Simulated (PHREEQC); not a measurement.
# Brine

Solution (37 °C): 9.6 mmol/kgw H2SO4, 190 mmol/kgw KCl and 1.2 mmol/kgw LiCl. Closed to the air; pH follows from the charge balance.

Model: Pitzer model, pitzer.dat, run in PHREEQC.

No solid was allowed to form.

**Question.** Predict the pH, osmotic coefficient.

**Answer.** pH 1.92; osmotic coefficient 0.908.

**Question.** In which forms is S present?

**Answer.** SO4-2 68 %, HSO4- 32 % of the S.

Species that the database lacks are ignored. Away from 25 °C the constants follow the database's enthalpies or fits; those with neither stay at their 25 °C values.
